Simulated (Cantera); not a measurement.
An isothermal, constant-pressure homogeneous reactor starts with CH4 : H2 = 1 : 1.6 (molar parts), at 1675 K and 1.30 bar.

Computed with Cantera and GRI-Mech 3.0 (53 species, 325 reactions). GRI-Mech 3.0 stops at C3 and has no aromatics, soot or wall deposition, so with more carbon than oxygen in the feed, carbon stays in small species such as C2H2 where larger ones or solid carbon would form.

x: mole fraction; the columns are a selection and need not sum to one.

```json
[
 {"t (s)": "0.000700", "x CH4": "0.375", "x H2": "0.621", "x CH3": "0.000701", "x H": "5.77e-5", "x CH2": "5.91e-8"},
 {"t (s)": "0.00163", "x CH4": "0.362", "x H2": "0.629", "x CH3": "0.000679", "x H": "5.86e-5", "x CH2": "5.76e-8"},
 {"t (s)": "0.00378", "x CH4": "0.335", "x H2": "0.646", "x CH3": "0.000632", "x H": "6.06e-5", "x CH2": "5.41e-8"},
 {"t (s)": "0.00877", "x CH4": "0.285", "x H2": "0.678", "x CH3": "0.000545", "x H": "6.44e-5", "x CH2": "(withheld)"},
 {"t (s)": "0.0204", "x CH4": "0.212", "x H2": "0.725", "x CH3": "0.000417", "x H": "7.07e-5", "x CH2": "(withheld)"},
 {"t (s)": "0.0473", "x CH4": "0.134", "x H2": "0.775", "x CH3": "0.000276", "x H": "7.91e-5", "x CH2": "(withheld)"},
 {"t (s)": "0.110", "x CH4": "0.0773", "x H2": "0.811", "x CH3": "0.000169", "x H": "8.76e-5", "x CH2": "(withheld)"},
 {"t (s)": "0.255", "x CH4": "0.0545", "x H2": "0.825", "x CH3": "0.000124", "x H": "9.25e-5", "x CH2": "1.40e-8"},
 {"t (s)": "0.592", "x CH4": "0.0517", "x H2": "0.827", "x CH3": "0.000118", "x H": "9.33e-5", "x CH2": "1.34e-8"},
 {"t (s)": "1.38", "x CH4": "0.0517", "x H2": "0.827", "x CH3": "0.000118", "x H": "9.33e-5", "x CH2": "1.34e-8"},
 {"t (s)": "3.19", "x CH4": "0.0517", "x H2": "0.827", "x CH3": "0.000118", "x H": "9.33e-5", "x CH2": "1.34e-8"},
 {"t (s)": "7.42", "x CH4": "0.0517", "x H2": "0.827", "x CH3": "0.000118", "x H": "9.33e-5", "x CH2": "1.34e-8"},
 {"t (s)": "17.2", "x CH4": "0.0517", "x H2": "0.827", "x CH3": "0.000118", "x H": "9.33e-5", "x CH2": "1.34e-8"},
 {"t (s)": "40.0", "x CH4": "0.0517", "x H2": "0.827", "x CH3": "0.000118", "x H": "9.33e-5", "x CH2": "1.34e-8"}
]
```

Q: Fill in the missing entries.

A: 
- 0.00877, x CH2: 4.75e-8
- 0.0204, x CH2: 3.78e-8
- 0.0473, x CH2: 2.68e-8
- 0.110, x CH2: 1.80e-8
